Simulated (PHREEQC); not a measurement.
Model water analysis in mmol/kgw, 40 °C, pH 2.93, pe 12.7:

```tsv
constituent	mmol/kgw
Na	6.8
K	0.842
Ca	3.17
Mg	0.889
Cl	4.69
S(6)	6.76
O(0) (counted as O atoms)	0.094
```

Valence states are taken as typed.

Computed with PHREEQC (ion-association model, wateq4f.dat).

This is a speciation only: nothing precipitates in the calculation.

Task: What ionic strength does the model give?

Result: ionic strength 0.0229 mol/kgw.

Task: In which forms is K present?

Result: K+ 98 %, KSO4- 2.4 % of the K.

Species that the database lacks are ignored. Constants without temperature data keep their 25 °C values here.
